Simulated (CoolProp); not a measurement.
Properties of n-hexane along the isobar 8280 kPa (Tc = 507.8 K, pc = 3044 kPa, ω = 0.300).

Model: reference Helmholtz-energy equation of state, Thol 2019, in CoolProp.

```json
[
 {"T (K)": "214.6", "phase": "liquid", "Z": "0.5461", "cp (kJ/(kg K))": "2.006", "Joule-Thomson coefficient (K/MPa)": "-0.5183", "viscosity (µPa s)": "942", "fugacity coefficient": "1.918e-5"},
 {"T (K)": "224.5", "phase": "liquid", "Z": "0.5279", "cp (kJ/(kg K))": "2.025", "Joule-Thomson coefficient (K/MPa)": "-0.5097", "viscosity (µPa s)": "795", "fugacity coefficient": "4.591e-5"},
 {"T (K)": "234.5", "phase": "liquid", "Z": "0.5111", "cp (kJ/(kg K))": "2.047", "Joule-Thomson coefficient (K/MPa)": "-0.5000", "viscosity (µPa s)": "682", "fugacity coefficient": "0.0001015"},
 {"T (K)": "244.4", "phase": "liquid", "Z": "0.4960", "cp (kJ/(kg K))": "2.073", "Joule-Thomson coefficient (K/MPa)": "-0.4892", "viscosity (µPa s)": "593", "fugacity coefficient": "0.0002065"},
 {"T (K)": "254.4", "phase": "liquid", "Z": "0.4821", "cp (kJ/(kg K))": "2.101", "Joule-Thomson coefficient (K/MPa)": "-0.4773", "viscosity (µPa s)": "521", "fugacity coefficient": "0.0003958"},
 {"T (K)": "264.3", "phase": "liquid", "Z": "0.4695", "cp (kJ/(kg K))": "2.132", "Joule-Thomson coefficient (K/MPa)": "-0.4646", "viscosity (µPa s)": "463", "fugacity coefficient": "0.0007112"},
 {"T (K)": "274.2", "phase": "liquid", "Z": "0.4580", "cp (kJ/(kg K))": "2.165", "Joule-Thomson coefficient (K/MPa)": "-0.4511", "viscosity (µPa s)": "414", "fugacity coefficient": "0.001214"},
 {"T (K)": "284.2", "phase": "liquid", "Z": "0.4473", "cp (kJ/(kg K))": "2.200", "Joule-Thomson coefficient (K/MPa)": "-0.4366", "viscosity (µPa s)": "373", "fugacity coefficient": "0.001991"},
 {"T (K)": "294.1", "phase": "liquid", "Z": "0.4376", "cp (kJ/(kg K))": "2.238", "Joule-Thomson coefficient (K/MPa)": "-0.4214", "viscosity (µPa s)": "337", "fugacity coefficient": "0.003118"},
 {"T (K)": "304.1", "phase": "liquid", "Z": "0.4287", "cp (kJ/(kg K))": "2.277", "Joule-Thomson coefficient (K/MPa)": "-0.4053", "viscosity (µPa s)": "307", "fugacity coefficient": "0.004731"},
 {"T (K)": "314", "phase": "liquid", "Z": "0.4205", "cp (kJ/(kg K))": "2.317", "Joule-Thomson coefficient (K/MPa)": "-0.3886", "viscosity (µPa s)": "280", "fugacity coefficient": "0.006920"},
 {"T (K)": "324", "phase": "liquid", "Z": "0.4130", "cp (kJ/(kg K))": "2.359", "Joule-Thomson coefficient (K/MPa)": "-0.3709", "viscosity (µPa s)": "257", "fugacity coefficient": "0.009864"},
 {"T (K)": "333.9", "phase": "liquid", "Z": "0.4063", "cp (kJ/(kg K))": "2.402", "Joule-Thomson coefficient (K/MPa)": "-0.3525", "viscosity (µPa s)": "237", "fugacity coefficient": "0.01364"}
]
```

Viscosity comes from a separate model (Michailidou 2013).
